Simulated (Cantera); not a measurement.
Input: 1 mol NH₃, 0.018 mol SO₂, 0.34 mol H₂, at 2100 K and 0.133 bar.

These are equilibrium values from Cantera (NASA tables, ideal gas, pure condensed phases), not measurements of a reactor. Rates play no part.

```json
[
 {"species": "H₂", "before": "0.758", "after": "0.763"},
 {"species": "N₂", "before": "0.212", "after": "0.213"},
 {"species": "H₂O", "before": "0.0152", "after": "0.0154"},
 {"species": "H", "before": "0.00743", "after": "0.000857"},
 {"species": "H₂S", "before": "0.00349", "after": "0.00606"},
 {"species": "OH", "before": "1.78e-5", "after": "1.14e-6"},
 {"species": "S", "before": "0.000450", "after": "4.09e-5"},
 {"species": "SO", "before": "4.86e-5", "after": "5.68e-6"},
 {"species": "SH", "before": "0.00213", "after": "0.000766"},
 {"species": "S₂", "before": "0.000765", "after": "0.000404"}
]
```
Gas species are given as mole fractions.

Q: What was changed between the two runs?
A. SO₂ from 0.018 to 0.4 mol
B. SO₂ from 0.018 to 0.32 mol
C. temperature from 2100 K to 1800 K
D. temperature from 2100 K to 3325 K

A: C, temperature from 2100 K to 1800 K
